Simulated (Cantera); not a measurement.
Mixture: CH₄ : O₂ : N₂ : H₂O = 1 : 2.86 : 10.7 : 0.39 (molar parts), equivalence ratio 0.70, at 0.987 atm, adiabatic and at constant pressure. Ignition delay is the time to a rise of 400 K.

Detailed kinetics in Cantera: GRI-Mech 3.0 (53 species, 325 reactions).

Q: What does this change do: pressure from 0.987 atm to 13.8 atm?

A: 
```
quantity                                                before       after
--------------------------------------------------  ----------  ----------
delay at 1150 K                                        83.2 ms     5.31 ms
delay at 1225 K                                        28.3 ms     2.09 ms
delay at 1300 K                                        10.4 ms    0.900 ms
delay at 1375 K                                        4.16 ms    0.414 ms
delay at 1450 K                                        1.80 ms    0.200 ms
delay at 1525 K                                       0.850 ms    0.101 ms
delay at 1600 K                                       0.439 ms     53.0 µs
apparent activation energy between 1450 and 1600 K  180 kJ/mol  170 kJ/mol
```
The pressure lies above the range GRI-Mech 3.0 was tuned for (to about 10 atm).

Q: What does this change do: CH4 1 to 2.4 parts?

A: 
| quantity | before | after |
|---|---|---|
| delay at 1150 K | 83.2 ms | 0.134 s |
| delay at 1225 K | 28.3 ms | 45.6 ms |
| delay at 1300 K | 10.4 ms | 16.7 ms |
| delay at 1375 K | 4.16 ms | 6.51 ms |
| delay at 1450 K | 1.80 ms | 2.70 ms |
| delay at 1525 K | 0.850 ms | 1.20 ms |
| delay at 1600 K | 0.439 ms | 0.576 ms |
| apparent activation energy between 1450 and 1600 K | 180 kJ/mol | 200 kJ/mol |
